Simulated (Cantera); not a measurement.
Cantera run:

```python
import numpy as np
import cantera as ct

gas_names = """
    C CN CO CO2 C2 CCN CNC C2N2 C2O C3 C3O2 C4 C4N2 C5 Cu CuO Cu2 N NCO NO NO2 NO3 N2 N2O O O2 O3
""".split()
cond_names = """
    C(gr) Cu(cr) Cu(L) CuO(s) Cu2O(s) Cu2O(L)
""".split()


# ... load() reads the species with a 1 bar reference pressure and builds the phases ...
atoms = {
    'CuO': {'Cu': 1, 'O': 1},
    'C': {'C': 1},
    'N2': {'N': 2},
}
top_T = {'C(gr)': 4500, 'CuO(s)': 1390}  # K; cautious upper limits of use, not melting points


# ... equilibrate(T, P, feed) seeds the gas with the atoms and calls Mixture.equilibrate('TP', solver="vcs", rtol=1e-11, max_steps=5000) ...
results = []
feed = {'CuO': 1, 'C': 6.1, 'N2': 10}  # mol
for P in [10, 42, 180, 750, 3200, 13000, 56000, 240000, 1000000]:
    for T in [1048, 1198, 1348, 1498, 1648, 1798, 1948, 2098, 2248, 2398]:
        mix = equilibrate(T, P, feed)
        results.append((T, P, feed, dict(zip(mix.species_names, mix.species_moles))))

for T, P, feed, n in results:
    print(f"{T:7g} {P:10.4g}  " + (" + ".join(c for c in cond_names if n.get(c, 0) > 1e-12) or "gas only"))
```

It prints:

```
   1048         10  C(gr) + Cu(cr)
   1198         10  C(gr) + Cu(cr)
   1348         10  C(gr) + Cu(cr)
   1498         10  C(gr) + Cu(L)
   1648         10  C(gr)
   1798         10  C(gr)
   1948         10  C(gr)
   2098         10  C(gr)
   2248         10  C(gr)
   2398         10  C(gr)
   1048         42  C(gr) + Cu(cr)
   1198         42  C(gr) + Cu(cr)
   1348         42  C(gr) + Cu(cr)
   1498         42  C(gr) + Cu(L)
   1648         42  C(gr)
   1798         42  C(gr)
   1948         42  C(gr)
   2098         42  C(gr)
   2248         42  C(gr)
   2398         42  C(gr)
   1048        180  C(gr) + Cu(cr)
   1198        180  C(gr) + Cu(cr)
   1348        180  C(gr) + Cu(cr)
   1498        180  C(gr) + Cu(L)
   1648        180  C(gr) + Cu(L)
   1798        180  C(gr)
   1948        180  C(gr)
   2098        180  C(gr)
   2248        180  C(gr)
   2398        180  C(gr)
   1048        750  C(gr) + Cu(cr)
   1198        750  C(gr) + Cu(cr)
   1348        750  C(gr) + Cu(cr)
   1498        750  C(gr) + Cu(L)
   1648        750  C(gr) + Cu(L)
   1798        750  C(gr) + Cu(L)
   1948        750  C(gr)
   2098        750  C(gr)
   2248        750  C(gr)
   2398        750  C(gr)
   1048       3200  C(gr) + Cu(cr)
   1198       3200  C(gr) + Cu(cr)
   1348       3200  C(gr) + Cu(cr)
   1498       3200  C(gr) + Cu(L)
   1648       3200  C(gr) + Cu(L)
   1798       3200  C(gr) + Cu(L)
   1948       3200  C(gr) + Cu(L)
   2098       3200  C(gr)
   2248       3200  C(gr)
   2398       3200  C(gr)
   1048    1.3e+04  C(gr) + Cu(cr)
   1198    1.3e+04  C(gr) + Cu(cr)
   1348    1.3e+04  C(gr) + Cu(cr)
   1498    1.3e+04  C(gr) + Cu(L)
   1648    1.3e+04  C(gr) + Cu(L)
   1798    1.3e+04  C(gr) + Cu(L)
   1948    1.3e+04  C(gr) + Cu(L)
   2098    1.3e+04  C(gr) + Cu(L)
   2248    1.3e+04  C(gr)
   2398    1.3e+04  C(gr)
   1048    5.6e+04  C(gr) + Cu(cr)
   1198    5.6e+04  C(gr) + Cu(cr)
   1348    5.6e+04  C(gr) + Cu(cr)
   1498    5.6e+04  C(gr) + Cu(L)
   1648    5.6e+04  C(gr) + Cu(L)
   1798    5.6e+04  C(gr) + Cu(L)
   1948    5.6e+04  C(gr) + Cu(L)
   2098    5.6e+04  C(gr) + Cu(L)
   2248    5.6e+04  C(gr) + Cu(L)
   2398    5.6e+04  C(gr)
   1048    2.4e+05  C(gr) + Cu(cr)
   1198    2.4e+05  C(gr) + Cu(cr)
   1348    2.4e+05  C(gr) + Cu(cr)
   1498    2.4e+05  C(gr) + Cu(L)
   1648    2.4e+05  C(gr) + Cu(L)
   1798    2.4e+05  C(gr) + Cu(L)
   1948    2.4e+05  C(gr) + Cu(L)
   2098    2.4e+05  C(gr) + Cu(L)
   2248    2.4e+05  C(gr) + Cu(L)
   2398    2.4e+05  C(gr) + Cu(L)
   1048      1e+06  C(gr) + Cu(cr)
   1198      1e+06  C(gr) + Cu(cr)
   1348      1e+06  C(gr) + Cu(cr)
   1498      1e+06  C(gr) + Cu(L)
   1648      1e+06  C(gr) + Cu(L)
   1798      1e+06  C(gr) + Cu(L)
   1948      1e+06  C(gr) + Cu(L)
   2098      1e+06  C(gr) + Cu(L)
   2248      1e+06  C(gr) + Cu(L)
   2398      1e+06  C(gr) + Cu(L)
```

Cantera equilibrium calculation (NASA polynomials, part measured and part estimated; ideal gas, pure solids and liquids).
